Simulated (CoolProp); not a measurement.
Properties of CH3F (R41) along the isotherm -96.15 °C.

The numbers come from the reference Helmholtz-energy equation of state, Lemmon 2006 in CoolProp. It is a short technical equation, of lower accuracy than the large ones.

```csv
p (kPa),phase,density (kg/m³),Joule-Thomson coefficient (K/MPa),isothermal compressibility (1/MPa),expansivity (1/kK)
2950,liquid,920.5,-0.3321,0.001176,2.109
5910,liquid,923.6,-0.3364,0.001135,2.065
8860,liquid,926.7,-0.3404,0.001098,2.024
11800,liquid,929.6,-0.3440,0.001064,1.986
14800,liquid,932.5,-0.3475,0.001031,1.949
17700,liquid,935.3,-0.3507,0.001001,1.915
20700,liquid,938.1,-0.3537,0.0009729,1.882
23600,liquid,940.7,-0.3565,0.0009469,1.852
26600,liquid,943.3,-0.3591,0.0009217,1.822
29500,liquid,945.8,-0.3616,0.0008986,1.794
```
